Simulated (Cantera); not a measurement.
Input: 1 mol c-C4F8, 2 mol HCl, 0.11 mol H2, equilibrated at 21.0 mbar.

Equilibrium computed with Cantera from the NASA thermochemical tables; the gas is ideal and each condensed phase is pure. Candidate condensed phases: C, C6H6, C7H8, C8H18; 118 gas species. The feed counts by its element totals alone. Condensed phases not in the tables: fluorocarbon polymer. Gases not in the tables: C2F6 and larger saturated fluorocarbons. Kinetics and transport are ignored. All values below are at 750 K.

Base state: CF4 0.447, HCl 0.432, HF 0.0960, Cl2 0.0184, CClF3 0.00655, CCl2F2 0.000189 (mole fractions); condensed: C(graphite).

Q: What changes in the equilibrium state with this change: H2 from 0.11 to 2.8 mol?

A: 
```
species             before    after
----------------  --------  -------
HF                  0.0960    0.683
HCl                  0.432    0.244
CF4                  0.447   0.0731
Cl2                 0.0184  4.67e-5
CCl2F2            0.000189  1.94e-7
CClF3              0.00655  8.49e-5
C(graphite), mol      2.09     3.40
```

Q: What changes in the equilibrium state with this change: pressure from 21.0 mbar to 0.100 bar?

A: 
```csv
species,before,after
CF4,0.447,0.450
HCl,0.432,0.446
HF,0.0960,0.0842
Cl2,0.0184,0.0117
CCl3F,6.90e-6,1.13e-5
CCl2F2,0.000189,0.000263
CClF3,0.00655,0.00777
"C(graphite), mol",2.09,2.08
```
